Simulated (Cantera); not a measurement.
Input: 1 mol CH3OH, 0.65 mol CO2, 35 mol N2, at 1325 K and 1000 Pa.

These are equilibrium values from Cantera (NASA tables, ideal gas, pure condensed phases), not measurements of a reactor. Candidate condensed phases: C, C6H6, C7H8, C8H18, H2O; 136 gas species. Rates play no part.

Q: What is the equilibrium state?

A: 
```json
{
  "x(N2)": "0.906",
  "x(H2)": "0.0405",
  "x(CO)": "0.0371",
  "x(H2O)": "0.0113",
  "x(CO2)": "0.00555",
  "x(H)": "3.29e-6",
  "gas_amount": "38.65 mol",
  "log10 activity of C(graphite) (absent)": "-5.02"
}
```
